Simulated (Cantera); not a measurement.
Charge: 1 mol SiO2, 4.9 mol C, 0.99 mol N2, held at 1 atm.

Method: chemical equilibrium by Gibbs-energy minimisation in Cantera with the NASA 1993 tables (ideal gas, pure condensed phases). Candidate condensed phases: C, Si, SiC, SiO2, Si2N2O, Si3N4; 34 gas species. N2 is the only nitrogen source here; it is nearly inert below about 1500 K, so the nitride shown seldom forms there in practice. Mutual solubility and eutectic melting of coexisting phases are not modelled. The tables hold silica as quartz up to 1696 K and as liquid above; real silica turns to tridymite and cristobalite and melts near 1996 K. Equilibrium is a limit: real reactors are often held back by kinetics, nucleation or transport. All values below are at 1273 K.

Base state: N2 0.964, CO 0.0357 (mole fractions); condensed: C(graphite) + SiO2(β-quartz) + Si2N2O(s).

Problem. What changes in the equilibrium state with this change: SiO2 replaced by CuO?

Solution. 
```csv
species,before,after
CO,0.0357,0.500
N2,0.964,0.498
CO2,9.30e-6,0.00182
"C(graphite), mol",4.86,3.90
"SiO2(β-quartz), mol",0.976,0
"Si2N2O(s), mol",0.0121,0
"Cu(s), mol",0,1.00
```
Further candidate phases: Cu, CuO, Cu2O.
